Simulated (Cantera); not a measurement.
Gas activation for diamond growth

An isothermal, constant-pressure homogeneous reactor starts with 4.49 % CH₄, 95.5 % H₂, 0.0535 % N₂, at 2025 K and 150 Torr.

Detailed kinetics in Cantera: GRI-Mech 3.0 (53 species, 325 reactions). GRI-Mech 3.0 stops at C3 and has no aromatics, soot or wall deposition, so with more carbon than oxygen in the feed, carbon stays in small species such as C2H2 where larger ones or solid carbon would form.

```tsv
t (s)	x CH₄	x H₂	x C₂H₂	x H	x C₂H
7.00e-5	0.0442	0.954	1.01e-6	0.000716	1.53e-11
0.000449	0.0394	0.953	0.00110	0.00315	7.36e-8
0.00288	0.0199	0.963	0.0110	0.00381	8.88e-7
0.0185	0.00415	0.972	0.0192	0.00416	1.67e-6
0.118	0.000694	0.973	0.0210	0.00427	1.87e-6
0.759	0.000368	0.974	0.0212	0.00428	1.89e-6
4.86	0.000368	0.974	0.0212	0.00428	1.89e-6
31.2	0.000368	0.974	0.0212	0.00428	1.89e-6
200	0.000368	0.974	0.0212	0.00428	1.89e-6
```
x: mole fraction; the columns are a selection and need not sum to one.

Equilibrium at this temperature and pressure: CH₄ 0.000364, H₂ 0.974, C₂H₂ 0.0208, H 0.00428, C₂H 1.85e-6 (gas phase only).
